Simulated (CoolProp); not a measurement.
Vapour-liquid equilibrium of cyclohexane (1) + n-heptane (2) at 408.7 K; x and y are mole fractions of (1).

Model: multi-fluid Helmholtz-energy mixture model, Zhou 2014 and Span 2003; pair parameters Bell 2016, in CoolProp.

Give the bubble pressure and the first vapour's composition at x = 0.05, 0.125, 0.8. Is there an azeotrope?

x = 0.05: 0.2765 MPa, y = 0.072; x = 0.125: 0.2873 MPa, y = 0.174; x = 0.8: 0.3828 MPa, y = 0.851. No azeotrope shows between x = 0.05 and 0.95.

The pair parameters rest on a limited set of measurements; away from them the model extrapolates.
